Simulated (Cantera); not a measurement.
**Thermodynamics of fluorocarbon and chlorocarbon gases, feed CF4 + H2**

Input: 1 mol CF4, 2.1 mol H2, held at 750 Torr.

These are equilibrium values from Cantera (NASA tables, ideal gas, pure condensed phases), not measurements of a reactor. Candidate condensed phases: C, C6H6, C7H8, C8H18; 110 gas species. Ions and electrons are included (thermal ionisation). Kinetics and transport are ignored.

From 3000 K to 3500 K the condensed part is C(graphite). From 3750 K to 5000 K nothing is condensed. The main C-bearing gas is C2H2 (acetylene) at 3000 K and C at 5000 K.

```csv
T (K),log p HF,log p H,log p F,log p C,log p C3,log p CF,log p H2,log p C2,n C(graphite)
3000,-0.02,-1.69,-2.14,-4.30,-3.51,-3.08,-1.77,-4.50,0.979
3250,-0.04,-1.40,-1.65,-3.34,-2.44,-2.38,-1.82,-3.41,0.895
3500,-0.10,-1.14,-1.28,-2.53,-1.53,-1.84,-1.83,-2.49,0.342
3750,-0.18,-0.90,-1.00,-2.04,-1.40,-1.63,-1.81,-2.11,0
4000,-0.28,-0.71,-0.78,-1.69,-1.52,-1.54,-1.82,-1.95,0
4250,-0.43,-0.56,-0.62,-1.42,-1.74,-1.54,-1.89,-1.88,0
4500,-0.64,-0.47,-0.51,-1.22,-2.06,-1.62,-2.01,-1.90,0
4750,-0.88,-0.41,-0.44,-1.10,-2.51,-1.77,-2.18,-2.03,0
5000,-1.14,-0.38,-0.40,-1.03,-3.06,-1.98,-2.37,-2.24,0
```
log p: log10 of the partial pressure in bar; n: condensed amount in mol.
